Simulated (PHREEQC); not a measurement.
A column of 0.5 m (30 cells, dispersivity 0.025 m, 300 s a shift, diffusion coefficient 3e-10 m²/s) holds 0.0034 eq of the database's cation exchanger X per kg of pore water, first in equilibrium with 0.0007 mol MgSO4, 0.013 mol CdCl2, 0.00099 mol LiCl and 1e-05 mol HCl per kg of water. It is flushed with 0.0059 mol KCl and 1e-05 mol HCl per kg of water, at 15 °C. Values are for the last cell. The system is closed to CO2. Precipitation was switched off in this run.

Base run: PHREEQC, ion-association model, phreeqc.dat. Each further column changes one thing. The table gives K in solution (mol/kgw).

```csv
pore volumes,base,exchange capacity from 0.0034 to 0.0017 eq/kgw,dispersivity from 0.025 to 0.05 m
0,0,0,0
0.6833,0.000484,0.000636,0.00102
1.35,0.00368,0.00428,0.00385
2.017,0.00477,0.00521,0.00477
2.683,0.00527,0.00556,0.00517
3.35,0.00551,0.00571,0.00541
4.017,0.00563,0.00579,0.00556
```
